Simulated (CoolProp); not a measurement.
Nitrous oxide at 490.52 K and 11.5 MPa is throttled through a valve to 0.471 MPa with no heat exchange. Each further row changes one setting.

Computed with CoolProp (reference Helmholtz-energy equation of state, Lemmon 2006). It is a short technical equation, of lower accuracy than the large ones.

```tsv
case	temperature change (K)	final density (kg/m³)
as stated	___	___
outlet pressure 0.141 MPa	-41.3	___
outlet pressure 0.612 MPa	-39.2	7.24
```

What belongs in the gaps?


- as stated, temperature change (K): -39.8
- as stated, final density (kg/m³): 5.57
- outlet pressure 0.141 MPa, final density (kg/m³): 1.66
